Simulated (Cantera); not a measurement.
Feed: 1 mol MgO, 0.58 mol NF3, 0.68 mol O2, at 0.00133 bar.

Method: chemical equilibrium by Gibbs-energy minimisation in Cantera with the NASA 1993 tables (ideal gas, pure condensed phases). Candidate condensed phases: Mg, MgF2, MgO; 24 gas species. Mutual solubility and eutectic melting of coexisting phases are not modelled. Rates play no part.

Which condensed phases are stable at each of these points (T (°C)): 925, 975, 1025, 1075, 1125, 1175, 1225, 1275, 1325, 1375, 1425?


| T (°C) | condensed phases | Mg condensed (%) |
|---|---|---|
| 925 | MgF2(s) + MgO(s) | 100.0 |
| 975 | MgF2(s) + MgO(s) | 100.0 |
| 1025 | MgF2(s) + MgO(s) | 99.9 |
| 1075 | MgF2(s) + MgO(s) | 99.8 |
| 1125 | MgF2(s) + MgO(s) | 99.3 |
| 1175 | MgF2(s) + MgO(s) | 98.0 |
| 1225 | MgF2(s) + MgO(s) | 94.2 |
| 1275 | MgF2(l) + MgO(s) | 84.3 |
| 1325 | MgF2(l) + MgO(s) | 61.9 |
| 1375 | MgO(s) | 13.0 |
| 1425 | MgO(s) | 13.0 |

From 925 °C to 1225 °C the condensed part is MgF2(s) + MgO(s). From 1275 °C to 1325 °C the condensed part is MgF2(l) + MgO(s). From 1375 °C to 1425 °C the condensed part is MgO(s).
